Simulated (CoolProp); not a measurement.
A single-stage vapour-compression cycle with neopentane: evaporating at 285.15 K (dew point), condensing at 343.15 K (bubble point), superheat 8 K, subcooling 5 K, compressor efficiency 0.8, no pressure losses. Each further row changes one setting.

The numbers come from the reference Helmholtz-energy equation of state, Lemmon 2006 in CoolProp. It is a short technical equation, of lower accuracy than the large ones.

```tsv
case	cooling COP	pressure ratio	discharge temperature (K)	refrigerating effect (kJ/kg)	volumetric capacity (kJ/m³)
as stated	2.95	5.30	343.1	200	685
evaporating temperature 290.15 K	3.39	4.45	343.1	208	836
condensing temperature 338.15 K	3.37	4.70	338.1	213	729
subcooling 10 K	3.14	5.30	343.1	213	729
superheat 18 K	3.06	5.30	350.0	217	716
compressor efficiency 0.7	2.58	5.30	344.8	200	685
```

The compression ends wet for: as stated; evaporating temperature 290.15 K; condensing temperature 338.15 K; subcooling 10 K.
